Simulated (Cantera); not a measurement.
Cantera with NASA thermochemical tables; ideal gases at 1 bar, condensed phases pure. Values are per mole of reaction as written; species without (g) are pure solids or liquids, kept so even where they would boil at 1 bar. VN: taken at fixed stoichiometry.

V2O3 + 2 NO(g) → V2O5 + 2 N(g)

```
T (K)  ΔH° (kJ)  ΔS° (J/K)  ΔG° (kJ)  log10 K
-----  --------  ---------  --------  -------
573           ?          ?         ?        ?
623       436.3      -71.0     480.6   -40.29
673       437.3      -69.5     484.1   -37.57
723       438.3      -68.0     487.5   -35.22
773       439.4      -66.6     490.9   -33.17
823           ?          ?         ?        ?
873       441.4      -64.1     497.4   -29.76
```

Some entries are withheld; supply them.


- 573, ΔH° (kJ): 435.3
- 573, ΔS° (J/K): -72.7
- 573, ΔG° (kJ): 477.0
- 573, log10 K: -43.48
- 823, ΔH° (kJ): 440.4
- 823, ΔS° (J/K): -65.3
- 823, ΔG° (kJ): 494.2
- 823, log10 K: -31.36
